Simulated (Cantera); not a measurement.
Feed: 1 mol borazine, 0.42 mol H2O, at 60.0 Torr.

Method: chemical equilibrium by Gibbs-energy minimisation in Cantera with the NASA 1993 tables (ideal gas, pure condensed phases). Candidate condensed phases: B, BN, B2O3, B3O3H3, H2O; 39 gas species. The feed counts by its element totals alone. Mutual solubility and eutectic melting of coexisting phases are not modelled. Gases not in the tables: H3BO3. The numbers say what is thermodynamically allowed, not how fast it happens. All values below are at 1175 K.

Base state: H2 0.960, N2 0.0389, H2O 0.00126, HBO2 7.26e-5 (mole fractions); condensed: BN(s) + B2O3(l).

What changes in the equilibrium state with this change: borazine replaced by BCl3?


```
species        before    after
------------  -------  -------
HCl                 0    0.538
BCl3                0    0.372
B3O3Cl3             0   0.0897
H2              0.960  2.82e-5
N2             0.0389        0
BOCl                0  7.92e-5
Cl                  0  3.84e-5
H2O           0.00126  1.22e-6
HBO2          7.26e-5  2.13e-6
BN(s), mol       2.72        0
B2O3(l), mol    0.138        0
```
The tables' values for BOCl are old estimates; treat these amounts as uncertain.

What changes in the equilibrium state with this change: H2O from 0.42 to 0.17 mol?


```json
[
 {"species": "H2", "before": "0.960", "after": "0.982"},
 {"species": "N2", "before": "0.0389", "after": "0.0172"},
 {"species": "H2O", "before": "0.00126", "after": "0.000985"},
 {"species": "HBO2", "before": "7.26e-5", "after": "6.41e-5"},
 {"species": "BN(s), mol", "before": "2.72", "after": "2.89"},
 {"species": "B2O3(l), mol", "before": "0.138", "after": "0.0555"}
]
```
